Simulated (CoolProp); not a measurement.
Values from CoolProp's reference Helmholtz-energy equation of state, Gao 2022.

Problem. For n-perfluoropentane, give the phase and the Z, Joule-Thomson coefficient (K/MPa), isothermal compressibility (1/MPa), expansivity (1/kK) at 240.1 K and 1.04 MPa.

Solution. 
- 240.1 K and 1.04 MPa: liquid; Z 0.0841, Joule-Thomson coefficient -0.369, isothermal compressibility 0.00176, expansivity 1.60
